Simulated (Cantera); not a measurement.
An isothermal, constant-pressure homogeneous reactor starts with C₂H₆ : N₂ = 1 : 2.7 (molar parts), at 1950 K and 750 Torr.

Computed with Cantera and GRI-Mech 3.0 (53 species, 325 reactions). GRI-Mech 3.0 stops at C3 and has no aromatics, soot or wall deposition, so with more carbon than oxygen in the feed, carbon stays in small species such as C2H2 where larger ones or solid carbon would form.

One state of this run: x C₂H₆ = 0.000183; x HCN = 4.11e-6; x CH₂ = 5.60e-6; x C₂H = 4.23e-6; x C₂H₄ = 0.0179; x C₂H₂ = 0.133. x: mole fraction; the columns are a selection and need not sum to one.

**Question.** Which value of t (s) does it belong to?
A) 1.00e-6
B) 0.000422
C) 5.62e-5
D) 10.0

**Answer.** C, 5.62e-5
